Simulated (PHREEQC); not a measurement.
Make-up at 40 °C: 80 mmol/kgw Na2HPO4 and 1.8 mmol/kgw Na3PO4. Closed to the air; pH follows from the charge balance.

Equilibrium calculation in PHREEQC: ion-association model, phreeqc.dat.

Each row changes one thing in this solution. No solid was allowed to form.

```json
[
 {"case": "as made", "pH": "9.74", "ionic strength (mol/kgw)": "0.238", "Na+ (mol/kgw)": "0.159", "HPO4-2 (mol/kgw)": "0.0738", "NaHPO4- (mol/kgw)": "0.00625", "PO4-3 (mol/kgw)": "0.00164"},
 {"case": "diluted 10-fold with water", "pH": "9.64", "ionic strength (mol/kgw)": "0.0245", "Na+ (mol/kgw)": "0.0164", "HPO4-2 (mol/kgw)": "0.00798", "NaHPO4- (mol/kgw)": "0.000139", "PO4-3 (mol/kgw)": "4.70e-5"},
 {"case": "temperature from 40 to 55 °C", "pH": "9.56", "ionic strength (mol/kgw)": "0.238", "Na+ (mol/kgw)": "0.159", "HPO4-2 (mol/kgw)": "0.0741", "NaHPO4- (mol/kgw)": "0.00606", "PO4-3 (mol/kgw)": "0.00151"},
 {"case": "0.011 mol/kgw NaCl added", "pH": "9.73", "ionic strength (mol/kgw)": "0.248", "Na+ (mol/kgw)": "0.170", "HPO4-2 (mol/kgw)": "0.0735", "NaHPO4- (mol/kgw)": "0.00655", "PO4-3 (mol/kgw)": "0.00165"},
 {"case": "diluted 100-fold with water", "pH": "8.96", "ionic strength (mol/kgw)": "0.00246", "Na+ (mol/kgw)": "0.00165", "HPO4-2 (mol/kgw)": "0.000804", "NaHPO4- (mol/kgw)": "2.08e-6", "PO4-3 (mol/kgw)": "5.88e-7"},
 {"case": "Na2HPO4 from 0.08 to 0.4 mol/kgw", "pH": "8.95", "ionic strength (mol/kgw)": "1.05", "Na+ (mol/kgw)": "0.725", "HPO4-2 (mol/kgw)": "0.317", "NaHPO4- (mol/kgw)": "0.0804", "PO4-3 (mol/kgw)": "0.00306"}
]
```

The ionic strength passes 0.7 mol/kgw, the rough limit of the ion-association models, in Na2HPO4 from 0.08 to 0.4 mol/kgw. Species that the database lacks are ignored. Constants without temperature data keep their 25 °C values here.
